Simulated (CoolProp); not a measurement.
Vapour-liquid equilibrium of n-heptane (1) + ethylbenzene (2) at 287.8 K; x and y are mole fractions of (1).

Computed with CoolProp (multi-fluid Helmholtz-energy mixture model, Span 2003 and Zhou 2012; pair parameters Bell 2016).

Question: Give the bubble pressure and the first vapour's composition at x = 0.5, 0.65, 0.95. Is there an azeotrope?

Answer: x = 0.5: 0.02377 bar, y = 0.836; x = 0.65: 0.02732 bar, y = 0.892; x = 0.95: 0.03431 bar, y = 0.985. No azeotrope shows between x = 0.05 and 0.95.

Pair parameters are fitted to limited data, so mixtures are less certain than the pure fluids.
